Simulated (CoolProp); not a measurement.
Vapour-liquid equilibrium of R22 (1) + R11 (2) at 54.45 °C; x and y are mole fractions of (1).

The numbers come from the multi-fluid Helmholtz-energy mixture model, Kamei 1995 and Jacobsen 1992; pair parameters Bell 2016 in CoolProp.

| x | bubble pressure (MPa) | y at the bubble point | dew pressure at overall composition x (MPa) | liquid density (mol/L) |
|---|---|---|---|---|
| 0.05 | 0.3907 | 0.324 | 0.2822 | 10.32 |
| 0.2 | 0.7135 | 0.655 | 0.3330 | 10.64 |
| 0.35 | 0.9890 | 0.773 | 0.4053 | 10.96 |
| 0.5 | 1.240 | 0.842 | 0.5163 | 11.29 |
| 0.65 | 1.486 | 0.893 | 0.7054 | 11.60 |
| 0.8 | 1.747 | 0.938 | 1.076 | 11.90 |
| 0.95 | 2.040 | 0.984 | 1.821 | 12.18 |

No azeotrope shows between x = 0.05 and 0.95.

Pair parameters are fitted to limited data, so mixtures are less certain than the pure fluids. The gap from Raoult's law changes sign with composition, which may be real or a fault of the pair parameters; it wasn't checked against measurements.
